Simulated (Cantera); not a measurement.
A Cantera script and what it prints.

```python
import numpy as np
import cantera as ct

gas_names = """
    H H2 N NH NH2 NH3 N2 N2H2 N2H4 Si SiH SiH2 SiH3 SiH4 SiN Si2 Si2N Si3
""".split()
cond_names = """
    Si(cr) Si(L) Si3N4(a)
""".split()


# ... load() reads the species with a 1 bar reference pressure and builds the phases ...
atoms = {
    'Si3N4': {'Si': 3, 'N': 4},
    'H2': {'H': 2},
}
top_T = {'Si3N4(a)': 2400}  # K; cautious upper limits of use, not melting points


# ... equilibrate(T, P, feed) seeds the gas with the atoms and calls Mixture.equilibrate('TP', solver="vcs", rtol=1e-11, max_steps=5000) ...
results = []
feed = {'Si3N4': 1, 'H2': 1.6}  # mol
P = 133.322  # Pa
for T in [1023, 1048, 1073, 1098, 1123, 1148, 1173, 1198, 1223, 1248, 1273, 1298, 1323, 1348]:
    mix = equilibrate(T, P, feed)
    results.append((T, P, feed, dict(zip(mix.species_names, mix.species_moles))))

top = {s: max(r[3][s] / sum(r[3][g] for g in gas_names) for r in results) for s in gas_names}
cols = sorted((s for s in top if top[s] > 1e-06), key=lambda s: -top[s])[:5]
seen = [c for c in cond_names if any(r[3].get(c, 0) > 1e-12 for r in results)]
print("log10 of partial pressures in bar; condensed amounts in mol")
print(f"{'T/K':>10s}" + "".join(f"{s[:9]:>10s}" for s in cols + seen))
for T, P, feed, n in results:
    ng = sum(n[g] for g in gas_names)
    print(f"{T:10.4g}" + "".join(f"{np.log10(max(n[s] / ng * P / 1e5, 1e-99)):10.3f}" for s in cols)
          + "".join(f"{n.get(c, 0):10.4g}" for c in seen))
```

It prints:

```
log10 of partial pressures in bar; condensed amounts in mol
       T/K        H2        N2         H    Si(cr)  Si3N4(a)
      1023    -2.875   -10.349    -9.821 7.956e-08         1
      1048    -2.875    -9.895    -9.550 2.281e-07         1
      1073    -2.875    -9.462    -9.291 6.196e-07         1
      1098    -2.875    -9.049    -9.044 1.605e-06         1
      1123    -2.875    -8.655    -8.808 3.981e-06         1
      1148    -2.875    -8.278    -8.582 9.484e-06         1
      1173    -2.875    -7.917    -8.366 2.176e-05         1
      1198    -2.875    -7.572    -8.159 4.819e-05         1
      1223    -2.875    -7.241    -7.959 0.0001033         1
      1248    -2.875    -6.924    -7.768 0.0002146    0.9999
      1273    -2.875    -6.619    -7.584 0.0004329    0.9999
      1298    -2.875    -6.326    -7.408 0.0008499    0.9997
      1323    -2.875    -6.044    -7.237  0.001626    0.9995
      1348    -2.876    -5.773    -7.074  0.003036     0.999
```

Equilibrium computed with Cantera from the NASA thermochemical tables; the gas is ideal and each condensed phase is pure. Mutual solubility and eutectic melting of coexisting phases are not modelled.
